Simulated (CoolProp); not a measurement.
A simple Rankine cycle with R245ca: condensing at 331.15 K, boiler at 3.2 MPa, turbine inlet 437.6 K, turbine efficiency 0.9, pump efficiency 0.6, no recuperator. Each further row changes one setting.

The numbers come from the reference Helmholtz-energy equation of state, Zhou 2016 in CoolProp.

```
case                             thermal efficiency (%)  net work (kJ/kg)  heat in (kJ/kg)  turbine exit temperature (K)  volume ratio over the turbine
-------------------------------  ----------------------  ----------------  ---------------  ----------------------------  -----------------------------
as stated                                          14.6              36.2              248                             …                           15.0
condensing temperature 323.15 K                    15.7              40.8                …                             …                           19.2
boiler pressure 2.24 MPa                           13.3              36.4              274                             …                              …
turbine efficiency 0.8                                …              31.8              248                         361.7                              …
```

**Question.** What belongs in the gaps?

**Answer.** 
- as stated, turbine exit temperature (K): 357.5
- condensing temperature 323.15 K, heat in (kJ/kg): 260
- condensing temperature 323.15 K, turbine exit temperature (K): 352.0
- boiler pressure 2.24 MPa, turbine exit temperature (K): 381.7
- boiler pressure 2.24 MPa, volume ratio over the turbine: 8.15
- turbine efficiency 0.8, thermal efficiency (%): 12.8
- turbine efficiency 0.8, volume ratio over the turbine: 15.2
